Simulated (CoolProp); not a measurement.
A single-stage vapour-compression cycle with the fluid: evaporating at 261.15 K (dew point), condensing at 290.15 K (bubble point), superheat 2 K, subcooling 5 K, compressor efficiency 0.75, no pressure losses. The same conditions are run with several fluids, on thermodynamics alone (safety and materials aside).

The numbers come from the reference Helmholtz-energy equation of state of each fluid (n-perfluoropentane: Gao 2022; sulfur dioxide: Gao 2016; R1336mzz(Z): McLinden 2020; R236FA: Pan 2012; n-pentane: Thol 2019; R134a: Tillner-Roth 1994) in CoolProp.

| fluid | cooling COP | pressure ratio | discharge temperature (K) | refrigerating effect (kJ/kg) | volumetric capacity (kJ/m³) |
|---|---|---|---|---|---|
| n-perfluoropentane | 5.98 | 3.82 | 290.2 | … | 175 |
| sulfur dioxide | 6.14 | 3.21 | 357.6 | 360 | 1000 |
| R1336mzz(Z) | 6.28 | 3.97 | 296.1 | 158 | … |
| R236FA | 6.17 | 3.22 | 294.6 | 137 | 632 |
| n-pentane | 6.34 | 3.66 | … | 343 | 157 |
| R134a | 6.17 | 2.81 | 304.3 | … | 1630 |

Task: Complete the blanks.

Result: 
- n-perfluoropentane, refrigerating effect (kJ/kg): 79.4
- R1336mzz(Z), volumetric capacity (kJ/m³): 161
- n-pentane, discharge temperature (K): 298.3
- R134a, refrigerating effect (kJ/kg): 177

The compression ends wet for: n-perfluoropentane.
